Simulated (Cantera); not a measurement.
Cantera run:

```python
import numpy as np
import cantera as ct

gas_names = """
    CL CL2 N N2 Si SiCL SiCL2 SiCL3 SiCL4 SiN Si2 Si2N Si3
""".split()
cond_names = """
    Si(cr) Si(L) Si3N4(a)
""".split()


def load(file, names, dense=False):
    # The tables refer to 1 bar. Condensed volumes are neglected.
    table = {s.name: s for s in ct.Species.list_from_file(file)}
    out = []
    for n in names:
        d = dict(table[n].input_data)
        d["thermo"] = dict(d["thermo"], **{"reference-pressure": 1e5})
        if dense:
            d["equation-of-state"] = {"model": "constant-volume", "density": "1e6 g/cm^3"}
        out.append(ct.Species.from_dict(d))
    return out


gas = ct.Solution(thermo="ideal-gas", species=load("nasa_gas.yaml", gas_names))
cond = {s.name: ct.Solution(thermo="fixed-stoichiometry", species=[s], name=s.name)
        for s in load("nasa_condensed.yaml", cond_names, dense=True)}
atoms = {
    'Si2Cl6': {'Si': 2, 'CL': 6},
    'N2': {'N': 2},
}
top_T = {'Si3N4(a)': 2400}  # K; cautious upper limits of use, not melting points


def equilibrate(T, P, feed):
    n = {}
    for name, mol in feed.items():
        for a, k in atoms[name].items():
            n[a] = n.get(a, 0.0) + k * mol
    gas.TPX = T, P, n
    mass = sum(n.values()) * gas.mean_molecular_weight
    gas.equilibrate("TP")
    valid = [c for c in cond.values() if c.min_temp <= T <= top_T.get(c.name, c.max_temp)]
    mix = ct.Mixture([(gas, mass / gas.mean_molecular_weight)] + [(c, 0.0) for c in valid])
    mix.T, mix.P = T, P
    mix.equilibrate("TP", solver="vcs", rtol=1e-11, max_steps=5000)
    return mix


results = []
feed = {'Si2Cl6': 1, 'N2': 45}  # mol
P = 133.322  # Pa
for T in [1048, 1098, 1148, 1198, 1248, 1298, 1348, 1398, 1448]:
    mix = equilibrate(T, P, feed)
    results.append((T, P, feed, dict(zip(mix.species_names, mix.species_moles))))

top = {s: max(r[3][s] / sum(r[3][g] for g in gas_names) for r in results) for s in gas_names}
cols = sorted((s for s in top if top[s] > 0.0001), key=lambda s: -top[s])[:9]
seen = [c for c in cond_names if any(r[3].get(c, 0) > 1e-12 for r in results)]
print("log10 of partial pressures in bar; condensed amounts in mol")
print(f"{'T/K':>10s}" + "".join(f"{s[:9]:>10s}" for s in cols + seen))
for T, P, feed, n in results:
    ng = sum(n[g] for g in gas_names)
    print(f"{T:10.4g}" + "".join(f"{np.log10(max(n[s] / ng * P / 1e5, 1e-99)):10.3f}" for s in cols)
          + "".join(f"{n.get(c, 0):10.4g}" for c in seen))
```

Output:

```
log10 of partial pressures in bar; condensed amounts in mol
       T/K        N2     SiCL4     SiCL2     SiCL3        CL  Si3N4(a)
      1048    -2.889    -4.366    -7.246    -6.438    -9.574    0.1653
      1098    -2.890    -4.371    -6.610    -6.065    -9.060    0.1628
      1148    -2.890    -4.383    -6.034    -5.730    -8.591     0.156
      1198    -2.890    -4.410    -5.516    -5.436    -8.166    0.1384
      1248    -2.891    -4.471    -5.058    -5.194    -7.783   0.09724
      1298    -2.894    -4.603    -4.674    -5.027    -7.449    0.0149
      1348    -2.894    -4.636    -4.634    -4.985    -6.937         0
      1398    -2.894    -4.645    -4.638    -4.957    -6.431         0
      1448    -2.894    -4.659    -4.638    -4.931    -5.965         0
```

Cantera equilibrium calculation (NASA polynomials, part measured and part estimated; ideal gas, pure solids and liquids). The feed counts by its element totals alone. N2 is the only nitrogen source here; it is nearly inert below about 1500 K, so the nitride shown seldom forms there in practice. The tables' values for SiCl3 are old estimates; treat these amounts as uncertain.
